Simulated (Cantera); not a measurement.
**Equilibrium for oxide etching and cleaning by halides: SiO₂ + HBr + O₂**

Feed: 1 mol SiO₂, 43 mol HBr, 0.46 mol O₂, at 1175 °C.

These are equilibrium values from Cantera (NASA tables, ideal gas, pure condensed phases), not measurements of a reactor. Candidate condensed phases: Br₂, H₂O, Si, SiO₂; 28 gas species. The tables hold silica as quartz up to 1696 K and as liquid above; real silica turns to tridymite and cristobalite and melts near 1996 K. Gases not in the tables: Si(OH)₄. The numbers say what is thermodynamically allowed, not how fast it happens.

| P (Pa) | log p HBr | log p Br | log p H₂ | log p H₂O | log p Br₂ | log p H | log p SiO | log p OH | n SiO₂(β-quartz) |
|---|---|---|---|---|---|---|---|---|---|
| 1 | -5.36 | -5.42 | -5.77 | -6.75 | -9.55 | -7.92 | -8.46 | -10.53 | 0.982 |
| 3.60 | -4.70 | -4.97 | -5.33 | -6.18 | -8.65 | -7.70 | -8.60 | -10.17 | 0.996 |
| 13 | -4.06 | -4.54 | -4.93 | -5.61 | -7.79 | -7.50 | -8.76 | -9.80 | 0.999 |
| 46 | -3.46 | -4.13 | -4.55 | -5.04 | -6.96 | -7.31 | -8.95 | -9.43 | 1.000 |
| 170 | -2.85 | -3.70 | -4.19 | -4.47 | -6.11 | -7.13 | -9.16 | -9.03 | 1.000 |
| 600 | -2.28 | -3.29 | -3.87 | -3.91 | -5.29 | -6.97 | -9.40 | -8.64 | 1.000 |
| 2200 | -1.70 | -2.86 | -3.57 | -3.34 | -4.43 | -6.82 | -9.67 | -8.21 | 1.000 |
| 7700 | -1.15 | -2.44 | -3.31 | -2.79 | -3.58 | -6.69 | -9.96 | -7.80 | 1.000 |
| 28000 | -0.58 | -2.01 | -3.04 | -2.23 | -2.72 | -6.55 | -10.25 | -7.37 | 1.000 |
| 100000 | -0.03 | -1.62 | -2.70 | -1.67 | -1.95 | -6.38 | -10.46 | -6.99 | 1.000 |
log p: log10 of the partial pressure in bar; n: condensed amount in mol.

From 1.00 Pa to 1.00 bar the condensed part is SiO₂(β-quartz).
